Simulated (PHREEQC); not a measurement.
Consider water at 25 °C with 0.038 mol HF, 0.0015 mol H2SiF6 and 0.065 mol H3BO3 per kg of water. Closed to the air; pH follows from the charge balance.

Model: ion-association model, phreeqc.dat, run in PHREEQC.

No solid was allowed to form.

Q: Order these F species by the share of F that they hold, largest first: SiF6-2, BF3OH-, HF, BF2(OH)2-, BF4-.

A: BF4- (77 %), BF3OH- (8.2 %), SiF6-2 (6.3 %), HF (5.4 %), BF2(OH)2- (2.9 %)

The pH is 1.96 and the ionic strength 0.0126 mol/kgw. Examples of supersaturated solids here: Quartz (slow to form), Chalcedony (slow to form). Others may be too. Complexes and solids missing from the database can't appear. SiF6-2 is the database's only silicon fluoride. Real BF4- forms and hydrolyses slowly; the run takes it at equilibrium.
